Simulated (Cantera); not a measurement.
An isothermal, constant-pressure homogeneous reactor starts with C₂H₆ : N₂ = 1 : 24 (molar parts), at 2000 K and 10.00 Torr. Integrator tolerance rtol = 1e-08.

Model: GRI-Mech 3.0 (53 species, 325 reactions), integrated in Cantera. GRI-Mech 3.0 stops at C3 and has no aromatics, soot or wall deposition, so with more carbon than oxygen in the feed, carbon stays in small species such as C2H2 where larger ones or solid carbon would form. Radical loss at walls, strong at low pressure, is not modelled.

**Question.** What does this change do: C2H6 1 to 0.54 parts?

**Answer.** 
```json
[
 {"quantity": "x(C₂H₆) at 40.0 s", "before": "<1e-12 (gas-phase equilibrium <1e-12)", "after": "<1e-12 (gas-phase equilibrium <1e-12)"},
 {"quantity": "x(CH₄) at 40.0 s", "before": "1.49e-7 (gas-phase equilibrium 3.55e-7)", "after": "4.38e-8 (gas-phase equilibrium 9.13e-8)"},
 {"quantity": "x(CH₃) at 40.0 s", "before": "1.55e-7 (gas-phase equilibrium 3.70e-7)", "after": "6.07e-8 (gas-phase equilibrium 1.26e-7)"},
 {"quantity": "x(H₂) at 40.0 s", "before": "0.0720 (gas-phase equilibrium 0.0721)", "after": "0.0407 (gas-phase equilibrium 0.0407)"},
 {"quantity": "x(C₂H₄) at 40.0 s", "before": "2.36e-7 (gas-phase equilibrium 5.26e-8)", "after": "7.57e-8 (gas-phase equilibrium 1.09e-8)"},
 {"quantity": "x(C₂H₂) at 40.0 s", "before": "0.0368 (gas-phase equilibrium 0.00817)", "after": "0.0209 (gas-phase equilibrium 0.00300)"}
]
```

**Question.** What does this change do: N2 24 to 35 parts?

**Answer.** 
| quantity | before | after |
|---|---|---|
| x(C₂H₆) at 40.0 s | <1e-12 (gas-phase equilibrium <1e-12) | <1e-12 (gas-phase equilibrium <1e-12) |
| x(CH₄) at 40.0 s | 1.49e-7 (gas-phase equilibrium 3.55e-7) | 6.99e-8 (gas-phase equilibrium 1.56e-7) |
| x(CH₃) at 40.0 s | 1.55e-7 (gas-phase equilibrium 3.70e-7) | 8.66e-8 (gas-phase equilibrium 1.94e-7) |
| x(H₂) at 40.0 s | 0.0720 (gas-phase equilibrium 0.0721) | 0.0510 (gas-phase equilibrium 0.0510) |
| x(C₂H₄) at 40.0 s | 2.36e-7 (gas-phase equilibrium 5.26e-8) | 1.19e-7 (gas-phase equilibrium 2.04e-8) |
| x(C₂H₂) at 40.0 s | 0.0368 (gas-phase equilibrium 0.00817) | 0.0261 (gas-phase equilibrium 0.00448) |

**Question.** What does this change do: N2 24 to 4.3 parts?

**Answer.** 
| quantity | before | after |
|---|---|---|
| x(C₂H₆) at 40.0 s | <1e-12 (gas-phase equilibrium <1e-12) | 2.40e-12 (gas-phase equilibrium 3.08e-12) |
| x(CH₄) at 40.0 s | 1.49e-7 (gas-phase equilibrium 3.55e-7) | 5.47e-6 (gas-phase equilibrium 7.54e-6) |
| x(CH₃) at 40.0 s | 1.55e-7 (gas-phase equilibrium 3.70e-7) | 2.94e-6 (gas-phase equilibrium 4.06e-6) |
| x(H₂) at 40.0 s | 0.0720 (gas-phase equilibrium 0.0721) | 0.269 (gas-phase equilibrium 0.269) |
| x(C₂H₄) at 40.0 s | 2.36e-7 (gas-phase equilibrium 5.26e-8) | 3.27e-6 (gas-phase equilibrium 1.70e-6) |
| x(C₂H₂) at 40.0 s | 0.0368 (gas-phase equilibrium 0.00817) | 0.136 (gas-phase equilibrium 0.0706) |
